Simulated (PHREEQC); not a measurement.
# Leach liquor: speciation

Dissolve 0.049 mol/kgw HCl and 0.087 mol/kgw MnSO4 at 25 °C. Closed to the air; pH follows from the charge balance.

The numbers come from PHREEQC with the ion-association model, phreeqc.dat.

Precipitation was switched off in this run.

Problem. What pH does the model give?

Solution. pH 1.71.

Problem. In which forms is S present?

Solution. SO4-2 40 %, MnSO4 32 %, HSO4- 28 % of the S.
